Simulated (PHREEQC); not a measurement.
0.17 g of hydrous ferric oxide (600 m²/g; 0.2 weak and 0.005 strong sites per Fe, Dzombak-Morel constants, diffuse double layer) in 1 kg of water with 0.001 mol/kgw of an inert sodium salt and 0.44 mmol/kgw ZnCl2 and 0.44 mmol/kgw CuCl2, at 25 °C; the pH is set by adding NaOH or the inert anion's acid. Oxygen is held at 0.21 atm. CO2 from the air is kept out. Precipitation was switched off in this run.

Base run: PHREEQC, ion-association model, wateq4f.dat. Each further column changes one thing. The table gives Cu sorbed (%).

```tsv
pH	base	no electrostatic term (-no_edl)	background salt from 0.001 to 0.0001 mol/kgw	oxide from 0.17 to 0.85 g/kgw
4	1.1	1.8	1.1	5.4
4.67	5.4	12.2	5.2	23.5
5.33	21.2	53.6	20.5	67.2
6	39.3	81.3	38.3	94.5
6.67	47.6	85.9	46.5	99.1
7.33	45.3	79.9	44.5	99.0
8	30.9	56.2	30.4	97.2
8.67	14.2	32.5	14.0	95.5
9.33	10.8	26.4	10.7	94.7
10	10.4	15.9	10.4	93.9
10.67	10.8	2.5	10.9	92.4
11.33	13.1	0.3	13.2	88.8
12	18.1	0.0	18.2	78.5
```

In at least one series the solution becomes supersaturated in solids that the run did not let form, among them Cu(OH)2, Atacamite, Zn(OH)2-e, Zn5(OH)8Cl2. The database's constant for dissolved Cu(OH)2 is higher than later reviews accept.
